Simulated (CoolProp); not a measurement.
Isopentane along the isotherm 31.85 °C: density (kg/m³) from the reference equation and from simpler models built on Tc = 187.2 °C, pc = 3.378 MPa, ω = 0.227; each cubic takes its own stable root.

The numbers come from the reference Helmholtz-energy equation of state, Lemmon 2006 in CoolProp. It is a short technical equation, of lower accuracy than the large ones.

```json
[
 {"p (MPa)": "2.82", "phase": "liquid", "reference": "612.0"},
 {"p (MPa)": "5.63", "phase": "liquid", "reference": "615.9"},
 {"p (MPa)": "8.45", "phase": "liquid", "reference": "619.7"},
 {"p (MPa)": "11.3", "phase": "liquid", "reference": "623.2"},
 {"p (MPa)": "14.1", "phase": "liquid", "reference": "626.6"},
 {"p (MPa)": "16.9", "phase": "liquid", "reference": "629.8"},
 {"p (MPa)": "19.7", "phase": "liquid", "reference": "632.8"},
 {"p (MPa)": "22.5", "phase": "liquid", "reference": "635.7"},
 {"p (MPa)": "25.3", "phase": "liquid", "reference": "638.5"},
 {"p (MPa)": "28.2", "phase": "liquid", "reference": "641.3"},
 {"p (MPa)": "31", "phase": "liquid", "reference": "643.9"},
 {"p (MPa)": "33.8", "phase": "liquid", "reference": "646.5"}
]
```

**Question.** How far does each simpler model (van der Waals, Soave-Redlich-Kwong, Peng-Robinson) lie from the reference over these 12 states: mean and median of the absolute difference, and the worst?

**Answer.** 
- van der Waals: mean 34.6 %, median 34.2 %, worst -37.4 % at 31.85 °C and 2.82 MPa
- Soave-Redlich-Kwong: mean 5.6 %, median 5.5 %, worst -6.7 % at 31.85 °C and 2.82 MPa
- Peng-Robinson: mean 6.0 %, median 6.1 %, worst +6.3 % at 31.85 °C and 33.8 MPa
